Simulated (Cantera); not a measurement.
An adiabatic, constant-pressure homogeneous reactor starts with H2 : O2 : N2 = 1 : 0.455 : 1.71 (molar parts), at 1150 K and 330000 Pa.

Detailed kinetics in Cantera: the H2/O2 subset of GRI-Mech 3.0, which has no nitrogen chemistry. The hydrogen kinetics of GRI-Mech 3.0 are dated; newer H2 mechanisms differ, most at raised pressure.

**Question.** Predict: time of steepest temperature rise; temperature at 0.300 s; equilibrium temperature; x(H2) at 0.300 s; x(O2) at 0.300 s; x(H2O) at 0.300 s; x(OH) at 0.300 s; x(H) at 0.300 s.

**Answer.** 
| Quantity | Result |
|---|---|
| time of steepest temperature rise | 30.7 µs |
| temperature at 0.300 s | 2853 K |
| equilibrium temperature | 2853 K |
| x(H2) at 0.300 s | 0.0526 (gas-phase equilibrium 0.0526) |
| x(O2) at 0.300 s | 0.00665 (gas-phase equilibrium 0.00665) |
| x(H2O) at 0.300 s | 0.290 (gas-phase equilibrium 0.290) |
| x(OH) at 0.300 s | 0.0203 (gas-phase equilibrium 0.0203) |
| x(H) at 0.300 s | 0.0125 (gas-phase equilibrium 0.0125) |
